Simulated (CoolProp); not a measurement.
Values from CoolProp's reference Helmholtz-energy equation of state, Thol 2019.

Q: Give the vapour pressure (bar), vapour Z, surface tension (mN/m), liquid viscosity (µPa s) of saturated n-hexane at 346.3, 414.1 K.

A: 
```csv
T (K),p (bar),vapour Z,surface tension (mN/m),liquid viscosity (µPa s)
346.3,1.16,0.946,13.0,193
414.1,6.29,0.828,6.61,111
```

Viscosity comes from a separate model (Michailidou 2013). Surface tension comes from a separate correlation (Mulero 2012).
